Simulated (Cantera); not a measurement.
Input (Python, Cantera) and output of one run.

```python
import numpy as np
import cantera as ct

gas_names = """
    C CO CO2 C2 C2O C3 C3O2 C4 C5 Ca CaO Ca2 O O2 O3
""".split()
cond_names = """
    C(gr) Ca(a) Ca(b) Ca(L) CaCO3(caL) CaO(s) CaO(L)
""".split()


# ... load() reads the species with a 1 bar reference pressure and builds the phases ...
atoms = {
    'CaCO3': {'Ca': 1, 'C': 1, 'O': 3},
    'CO2': {'C': 1, 'O': 2},
}
top_T = {'C(gr)': 4500}  # K; cautious upper limits of use, not melting points


# ... equilibrate(T, P, feed) seeds the gas with the atoms and calls Mixture.equilibrate('TP', solver="vcs", rtol=1e-11, max_steps=5000) ...
results = []
feed = {'CaCO3': 1, 'CO2': 2.4}  # mol
P = 1333.22  # Pa
for T in [825, 925, 1025, 1125, 1225, 1325, 1425, 1525, 1625, 1725]:
    mix = equilibrate(T, P, feed)
    results.append((T, P, feed, dict(zip(mix.species_names, mix.species_moles))))

top = {s: max(r[3][s] / sum(r[3][g] for g in gas_names) for r in results) for s in gas_names}
cols = sorted((s for s in top if top[s] > 1e-05), key=lambda s: -top[s])[:8]
seen = [c for c in cond_names if any(r[3].get(c, 0) > 1e-12 for r in results)]
print("log10 of partial pressures in bar; condensed amounts in mol")
print(f"{'T/K':>10s}" + "".join(f"{s[:9]:>10s}" for s in cols + seen))
for T, P, feed, n in results:
    ng = sum(n[g] for g in gas_names)
    print(f"{T:10.4g}" + "".join(f"{np.log10(max(n[s] / ng * P / 1e5, 1e-99)):10.3f}" for s in cols)
          + "".join(f"{n.get(c, 0):10.4g}" for c in seen))
```

It prints:

```
log10 of partial pressures in bar; condensed amounts in mol
       T/K       CO2        CO        O2         O CaCO3(caL    CaO(s)
       825    -1.875   -10.050   -10.352   -17.775         1         0
       925    -1.875    -8.758    -9.059   -15.403         1         0
      1025    -1.875    -7.720    -8.021   -13.492         0         1
      1125    -1.875    -6.867    -7.168   -11.920         0         1
      1225    -1.875    -6.155    -6.456   -10.604         0         1
      1325    -1.875    -5.551    -5.852    -9.486         0         1
      1425    -1.876    -5.033    -5.334    -8.525         0         1
      1525    -1.876    -4.584    -4.885    -7.690         0         1
      1625    -1.878    -4.191    -4.493    -6.957         0         1
      1725    -1.882    -3.846    -4.149    -6.311         0         1
```

These are equilibrium values from Cantera (NASA tables, ideal gas, pure condensed phases), not measurements of a reactor.
